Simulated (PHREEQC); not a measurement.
Solution (55 °C): 0.003 mol HF, 0.000106 mol KF and 0.001 mol H2SO4 per kg of water. Closed to the air; pH follows from the charge balance.

All values are PHREEQC results (ion-association model, phreeqc.dat), not measurements.

- pH: 2.69
- ionic strength: 0.00301 mol/kgw
- specific conductance: 1550 µS/cm
- total alkalinity: -5.00 meq/kg

| species | molality | activity | log γ |
|---|---|---|---|
| HF | 0.00258 | 0.00259 | 0.000 |
| H+ | 0.00216 | 0.00203 | -0.025 |
| SO4-2 | 0.000746 | 0.000581 | -0.109 |
| F- | 0.000511 | 0.000479 | -0.028 |
| HSO4- | 0.000253 | 0.000237 | -0.028 |
| K+ | 0.000105 | 9.88e-5 | -0.028 |
| HF2- | 5.77e-6 | 5.42e-6 | -0.028 |
| KSO4- | 6.91e-7 | 6.49e-7 | -0.027 |

No solid was allowed to form. Constants without temperature data keep their 25 °C values here.
